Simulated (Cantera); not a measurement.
A perfectly stirred reactor is fed with C2H6 : N2 = 1 : 43 (molar parts), at 1.00 bar; it is held at 1125 K, and followed from long to short residence time.

Model: GRI-Mech 3.0 (53 species, 325 reactions), integrated in Cantera. GRI-Mech 3.0 stops at C3 and has no aromatics, soot or wall deposition, so with more carbon than oxygen in the feed, carbon stays in small species such as C2H2 where larger ones or solid carbon would form.

What does this change do: C2H6 1 to 0.2 parts?


```
quantity                  before     after
----------------------  --------  --------
x(C2H6) at τ = 0.410 s   0.00468   0.00114
x(CH3) at τ = 0.410 s    1.15e-6   7.09e-7
x(H2) at τ = 0.410 s      0.0188   0.00398
x(CH4) at τ = 0.410 s    0.00167  0.000254
x(C2H4) at τ = 0.410 s    0.0139   0.00259
x(C2H6) at τ = 16.0 ms    0.0199   0.00422
x(CH3) at τ = 16.0 ms    2.83e-6   1.61e-6
x(H2) at τ = 16.0 ms     0.00260  0.000395
x(CH4) at τ = 16.0 ms   0.000149   1.76e-5
x(C2H4) at τ = 16.0 ms   0.00259  0.000394
```
